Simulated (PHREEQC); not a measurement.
Nickel, zinc or cadmium bath

Solution (25 °C): 0.071 mol CdCl2 and 0.17 mol MnSO4 per kg of water. Closed to the air; pH follows from the charge balance.

Equilibrium calculation in PHREEQC: ion-association model, phreeqc.dat.

pH: 5.78
ionic strength: 0.452 mol/kgw
activity of water: 0.993
density: 1.032 g/cm³

| species | molality | activity | log γ |
|---|---|---|---|
| Mn+2 | 0.0978 | 0.0251 | -0.590 |
| Cl- | 0.0931 | 0.0612 | -0.183 |
| SO4-2 | 0.0730 | 0.0156 | -0.670 |
| MnSO4 | 0.0629 | 0.0698 | 0.045 |
| CdCl+ | 0.0289 | 0.0211 | -0.136 |
| CdSO4 | 0.0146 | 0.0163 | 0.045 |
| Cd+2 | 0.0126 | 0.00361 | -0.544 |
| Cd(SO4)2-2 | 0.00973 | 0.00278 | -0.544 |
| MnCl+ | 0.00912 | 0.00627 | -0.163 |
| CdCl2 | 0.00485 | 0.00538 | 0.045 |
| CdCl3- | 0.000284 | 0.000208 | -0.136 |
| MnCl2 | 0.000151 | 0.000167 | 0.045 |
| CdOHCl | 4.71e-6 | 5.23e-6 | 0.045 |
| MnCl3- | 4.10e-6 | 2.82e-6 | -0.163 |

No solid was allowed to form. Complexes and solids missing from the database can't appear.
